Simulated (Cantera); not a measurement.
**Si2Cl6 + HCl + H2 (silicon epitaxy and polysilicon growth)**

Input: 1 mol Si2Cl6, 3.8 mol HCl, 27 mol H2, at 0.0190 bar.

Method: chemical equilibrium by Gibbs-energy minimisation in Cantera with the NASA 1993 tables (ideal gas, pure condensed phases). Candidate condensed phases: Si; 19 gas species. The feed counts by its element totals alone. The tables' values for SiCl3, SiCl are old estimates; treat these amounts as uncertain. Kinetics and transport are ignored.

```json
[
 {"T (K)": "850", "x H2": "0.879", "x HCl": "0.0582", "x SiCl4": "0.0613", "x SiCl2": "5.25e-7", "x SiCl3": "2.13e-5"},
 {"T (K)": "925", "x H2": "0.877", "x HCl": "0.0600", "x SiCl4": "0.0595", "x SiCl2": "1.50e-5", "x SiCl3": "0.000150"},
 {"T (K)": "1000", "x H2": "0.874", "x HCl": "0.0634", "x SiCl4": "0.0563", "x SiCl2": "0.000235", "x SiCl3": "0.000739"},
 {"T (K)": "1075", "x H2": "0.866", "x HCl": "0.0709", "x SiCl4": "0.0503", "x SiCl2": "0.00203", "x SiCl3": "0.00254"},
 {"T (K)": "1150", "x H2": "0.850", "x HCl": "0.0877", "x SiCl4": "0.0396", "x SiCl2": "0.00893", "x SiCl3": "0.00568"},
 {"T (K)": "1225", "x H2": "0.825", "x HCl": "0.113", "x SiCl4": "0.0251", "x SiCl2": "0.0219", "x SiCl3": "0.00834"},
 {"T (K)": "1300", "x H2": "0.801", "x HCl": "0.139", "x SiCl4": "0.0121", "x SiCl2": "0.0363", "x SiCl3": "0.00861"},
 {"T (K)": "1375", "x H2": "0.784", "x HCl": "0.156", "x SiCl4": "0.00457", "x SiCl2": "0.0468", "x SiCl3": "0.00682"},
 {"T (K)": "1450", "x H2": "0.776", "x HCl": "0.164", "x SiCl4": "0.00153", "x SiCl2": "0.0526", "x SiCl3": "0.00469"},
 {"T (K)": "1525", "x H2": "0.773", "x HCl": "0.168", "x SiCl4": "0.000514", "x SiCl2": "0.0554", "x SiCl3": "0.00310"},
 {"T (K)": "1600", "x H2": "0.771", "x HCl": "0.169", "x SiCl4": "0.000184", "x SiCl2": "0.0568", "x SiCl3": "0.00206"},
 {"T (K)": "1675", "x H2": "0.770", "x HCl": "0.170", "x SiCl4": "7.11e-5", "x SiCl2": "0.0576", "x SiCl3": "0.00140"},
 {"T (K)": "1750", "x H2": "0.769", "x HCl": "0.170", "x SiCl4": "2.96e-5", "x SiCl2": "0.0579", "x SiCl3": "0.000983"}
]
```
x: gas mole fraction; nothing condenses.

From 850 K to 1750 K nothing is condensed. The main Si-bearing gas is SiCl4 at 850 K and SiCl2 at 1750 K.
